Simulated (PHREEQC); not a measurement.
**Reverse-osmosis permeate**

Synthetic water in mg/L, 25 °C, pH 6.99, pe 9.7:

```json
[
 {"constituent": "Na", "mg/L": "3.28"},
 {"constituent": "K", "mg/L": "0.0213"},
 {"constituent": "Ca", "mg/L": "2.33"},
 {"constituent": "Mg", "mg/L": "0.296"},
 {"constituent": "Cl", "mg/L": "5.79"},
 {"constituent": "S(6) as SO4", "mg/L": "2.23"},
 {"constituent": "Alkalinity as HCO3", "mg/L": "4.88"},
 {"constituent": "Sr", "mg/L": "0.0673"},
 {"constituent": "Zn", "mg/L": "0.246"},
 {"constituent": "Cu(2)", "mg/L": "0.00317"},
 {"constituent": "Cd", "mg/L": "0.841"},
 {"constituent": "Pb", "mg/L": "0.00853"}
]
```

Valence states are taken as typed.

All values are PHREEQC results (ion-association model, phreeqc.dat), not measurements.

Each row changes one thing in this solution. Precipitation was switched off in this run.

```csv
case,HCO3- (mol/kgw),CO2 (mol/kgw),Zn+2 (mol/kgw),CO3-2 (mol/kgw),ZnOH+ (mol/kgw),Cu(OH)2 (mol/kgw),SI of Otavite (CdCO3),SI of Pb(OH)2 (Pb(OH)2)
as made,7.96e-5,1.79e-5,3.65e-6,3.91e-8,3.65e-8,2.90e-8,-0.52,-1.85
Cl from 5.79 to 17.4 mg/L,7.96e-5,1.78e-5,3.65e-6,3.95e-8,3.61e-8,2.89e-8,…,-1.86
all concentrations times 2 at the same typed pH,0.000159,3.54e-5,7.17e-6,8.00e-8,6.98e-8,5.38e-8,+0.05,-1.69
pH from 6.99 to 5.99 at the same alkalinity,8.09e-5,…,3.71e-6,…,3.71e-9,…,…,-3.66
```

**Question.** Complete the blanks.

**Answer.** 
- Cl from 5.79 to 17.4 mg/L, SI of Otavite (CdCO3): -0.54
- pH from 6.99 to 5.99 at the same alkalinity, CO2 (mol/kgw): 0.000182
- pH from 6.99 to 5.99 at the same alkalinity, CO3-2 (mol/kgw): 3.97e-9
- pH from 6.99 to 5.99 at the same alkalinity, Cu(OH)2 (mol/kgw): 8.37e-10
- pH from 6.99 to 5.99 at the same alkalinity, SI of Otavite (CdCO3): -1.52

Species that the database lacks are ignored. The database's constant for dissolved Cu(OH)2 is higher than later reviews accept.
